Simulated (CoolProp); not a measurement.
A Linde-Hampson liquefier for nitrogen: isothermal reversible compression at 250 K from 1 atm to 30 MPa, throttling to 1 atm, return gas leaving the recuperator 5 K below the feed. Each further row changes one setting.

Computed with CoolProp (reference Helmholtz-energy equation of state, Span 2000).

| case | liquid yield per pass | compression work (kJ/kg of gas) |
|---|---|---|
| as stated | [?] | 418 |
| high pressure 60 MPa | [?] | [?] |
| warm-end temperature 280 K | [?] | [?] |
| warm-end gap 10 K | [?] | 418 |

**Question.** Fill in the missing entries.

**Answer.** 
- as stated, liquid yield per pass: 0.138
- high pressure 60 MPa, liquid yield per pass: 0.127
- high pressure 60 MPa, compression work (kJ/kg of gas): 485
- warm-end temperature 280 K, liquid yield per pass: 0.098
- warm-end temperature 280 K, compression work (kJ/kg of gas): 474
- warm-end gap 10 K, liquid yield per pass: 0.126
